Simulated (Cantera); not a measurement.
**Zr + N2O + N2 (tantalum, niobium, vanadium and zirconium in process gases)**

Feed: 1 mol Zr, 0.59 mol N2O, 0.41 mol N2, at 820000 Pa.

These are equilibrium values from Cantera (NASA tables, ideal gas, pure condensed phases), not measurements of a reactor. Candidate condensed phases: Zr, ZrN, ZrO2; 13 gas species. Mutual solubility and eutectic melting of coexisting phases are not modelled. ZrN: taken at fixed stoichiometry. Condensed phases not in the tables: solid solutions among these carbides, nitrides and lower oxides. Kinetics and transport are ignored.

| T (K) | log p N2 | log p NO | log p ZrO | log p N | log p ZrO2 | log p O | n ZrN(s) | n ZrO2(monoclinic) | n ZrO2(tetragonal) |
|---|---|---|---|---|---|---|---|---|---|
| 1350 | 0.91 | <-11 | <-11 | <-11 | <-11 | <-11 | 0.705 | 0.295 | 0 |
| 1450 | 0.91 | <-11 | <-11 | <-11 | <-11 | <-11 | 0.705 | 0.295 | 0 |
| 1550 | 0.91 | <-11 | <-11 | <-11 | <-11 | <-11 | 0.705 | 0 | 0.295 |
| 1650 | 0.91 | -10.68 | <-11 | <-11 | <-11 | <-11 | 0.705 | 0 | 0.295 |
| 1750 | 0.91 | -9.86 | <-11 | -10.38 | <-11 | <-11 | 0.705 | 0 | 0.295 |
| 1850 | 0.91 | -9.13 | <-11 | -9.60 | <-11 | <-11 | 0.705 | 0 | 0.295 |
| 1950 | 0.91 | -8.48 | -10.42 | -8.91 | -11.00 | -10.49 | 0.705 | 0 | 0.295 |
| 2050 | 0.91 | -7.89 | -9.39 | -8.28 | -9.99 | -9.69 | 0.705 | 0 | 0.295 |
| 2150 | 0.91 | -7.35 | -8.45 | -7.71 | -9.07 | -8.96 | 0.705 | 0 | 0.295 |
| 2250 | 0.91 | -6.86 | -7.60 | -7.19 | -8.24 | -8.29 | 0.705 | 0 | 0.295 |
| 2350 | 0.91 | -6.41 | -6.82 | -6.72 | -7.48 | -7.68 | 0.705 | 0 | 0.295 |
| 2450 | 0.91 | -6.00 | -6.11 | -6.28 | -6.78 | -7.12 | 0.705 | 0 | 0.295 |
log p: log10 of the partial pressure in bar; n: condensed amount in mol.

From 1350 K to 1450 K the condensed part is ZrN(s) + ZrO2(monoclinic). From 1550 K to 2450 K the condensed part is ZrN(s) + ZrO2(tetragonal).
